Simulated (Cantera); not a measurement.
An isothermal, constant-pressure homogeneous reactor starts with 25.6 % NH3, 74.4 % H2, at 1875 K and 0.0680 bar.

Cantera simulation using the gas-phase N/H chemistry of the illustrative SiF4/NH3 mechanism in the Surface Chemkin manual (1991); the numbers are that mechanism's predictions, not measurements. Walls and surfaces, which speed up NH3 decomposition in real reactors, are not modelled.

One state of this run: x NH3 = 0.0963; x H2 = 0.839; x N2 = 0.0636; x N = 3.34e-7; x N2H2 = 2.53e-7; x NH = 3.69e-6. x: mole fraction; the columns are a selection and need not sum to one.

Problem. Which value of t (s) does it belong to?
A) 0.167
B) 2.00
C) 8.00e-6
D) 0.000333

Solution. B, 2.00
